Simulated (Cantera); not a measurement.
A freely propagating, adiabatic, planar premixed flame of CO : H2 : O2 : N2 : H2O = 1 : 0.19 : 0.804 : 3.02 : 0.23 (molar parts), unburnt at 450 K and 0.390 bar; mixture-averaged transport, grid criteria slope 0.08 and curve 0.16, no radiation.

Computed with Cantera and GRI-Mech 3.0 (53 species, 325 reactions). Burning velocities carry a grid error of a few per cent, more on coarse grids.

x: mole fraction of selected species; z is measured from the peak of heat release.

```tsv
z (mm)	T (K)	u (m/s)	x CO	x H2	x O2	x HO2	x H2O2	x OH
-5.93	450	0.962	0.191	0.0362	0.153	<1e-8	<1e-8	<1e-8
-3.95	450	0.962	0.191	0.0362	0.153	<1e-8	<1e-8	<1e-8
-2.97	450	0.962	0.191	0.0360	0.153	(withheld)	<1e-8	<1e-8
-1.98	450	0.961	0.191	0.0354	0.153	3.75e-7	1.01e-7	<1e-8
-0.988	465	0.989	0.191	0.0313	0.154	5.15e-5	1.17e-5	2.03e-7
-0.494	664	1.40	0.182	0.0235	0.148	0.000144	3.18e-5	0.000195
0	1075	2.23	0.148	0.0114	0.123	4.14e-5	2.65e-6	0.00103
0.494	(withheld)	2.79	(withheld)	0.00510	(withheld)	(withheld)	(withheld)	(withheld)
0.988	1538	3.07	0.0647	0.00501	0.0747	1.10e-5	6.00e-7	0.00522
1.98	1701	3.35	0.0443	0.00502	0.0650	7.00e-6	2.86e-7	0.00678
3.95	1840	3.59	0.0365	0.00394	0.0607	4.49e-6	1.43e-7	0.00712
7.91	1954	3.78	0.0284	0.00277	0.0569	2.71e-6	8.03e-8	0.00666
15.8	2042	3.93	0.0205	0.00184	0.0534	1.71e-6	5.11e-8	0.00581
```

Some entries are withheld; supply them.


- -2.97, x HO2: 1.68e-8
- 0.494, T (K): 1371
- 0.494, x CO: 0.0979
- 0.494, x O2: 0.0909
- 0.494, x HO2: 1.78e-5
- 0.494, x H2O2: 1.10e-6
- 0.494, x OH: 0.00329
